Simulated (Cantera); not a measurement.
An isothermal, constant-pressure homogeneous reactor starts with CH₄ : CO₂ : H₂ = 1 : 1.4 : 0.23 (molar parts), at 2125 K and 5.50 bar. Integrator tolerance rtol = 1e-08.

Detailed kinetics in Cantera: GRI-Mech 3.0 (53 species, 325 reactions).

What does this change do: temperature 2125 to 1250 K?


| quantity | before | after |
|---|---|---|
| x(CH₄) at 200 s | 3.04e-7 (gas-phase equilibrium 3.42e-7) | 0.233 (gas-phase equilibrium 0.00344) |
| x(CO₂) at 200 s | 0.0169 (gas-phase equilibrium 0.0169) | 0.314 (gas-phase equilibrium 0.0379) |
| x(H₂) at 200 s | 0.411 (gas-phase equilibrium 0.411) | 0.0600 (gas-phase equilibrium 0.426) |
| x(O₂) at 200 s | 2.59e-9 (gas-phase equilibrium 2.59e-9) | <1e-12 (gas-phase equilibrium <1e-12) |
| x(OH) at 200 s | 2.09e-5 (gas-phase equilibrium 2.09e-5) | 1.40e-9 (gas-phase equilibrium 1.72e-10) |
| x(CH₃) at 200 s | 1.43e-8 (gas-phase equilibrium 1.60e-8) | 3.81e-6 (gas-phase equilibrium 2.12e-8) |
